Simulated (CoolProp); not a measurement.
Isopentane along the isobar 17.1 MPa: fugacity coefficient from the reference equation and from simpler models built on Tc = 460.3 K, pc = 3.378 MPa, ω = 0.227; each cubic takes its own stable root.

Values from CoolProp's reference Helmholtz-energy equation of state, Lemmon 2006. It is a short technical equation, of lower accuracy than the large ones.

```csv
T (K),phase,reference
360.6,liquid,0.05667
374.5,liquid,0.07382
388.5,liquid,0.09389
402.4,liquid,0.1165
416.3,liquid,0.1418
430.3,liquid,0.1696
444.2,liquid,0.1993
458.2,liquid,0.2310
472.1,supercritical,0.2640
486.1,supercritical,0.2984
500,supercritical,0.3332
```

Question: How far does each simpler model (van der Waals, Redlich-Kwong, Soave-Redlich-Kwong, Peng-Robinson) lie from the reference over these 11 states: mean and median of the absolute difference, and the worst?

Answer: 
- van der Waals: mean 71.9 %, median 56.7 %, worst +178.3 % at 360.6 K and 17.1 MPa
- Redlich-Kwong: mean 16.8 %, median 14.8 %, worst +36.5 % at 360.6 K and 17.1 MPa
- Soave-Redlich-Kwong: mean 8.3 %, median 8.4 %, worst +9.0 % at 500 K and 17.1 MPa
- Peng-Robinson: mean 2.3 %, median 2.3 %, worst -3.5 % at 360.6 K and 17.1 MPa
